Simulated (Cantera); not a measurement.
A diamond (100) surface in a fixed gas of H2 with x(CH4) = 0.0023, x(CH3) = 0.00083, at 900 K, 32.3 Torr; coverages are run to steady state.

Model: the Harris–Goodwin 1993 mechanism for the reconstructed diamond (100) surface, integrated in Cantera.

One state of this run: growth (µm/h) = 7.00; θ c6HH = 0.458; θ c6H* = 0.00685; θ c6*H = 0.192; θ c6** = 0.00251; θ c6HM = 0.274. θ: site fractions in the mechanism's names (c6HH fully hydrogenated, c6H* and c6*H radical sites, c6** diradical, c6HM methylated).

Problem. Which value of x(H) does it belong to?
(A) 0.0063
(B) 0.0002
(C) 0.0016
(D) 0.0001

Solution. C, 0.0016
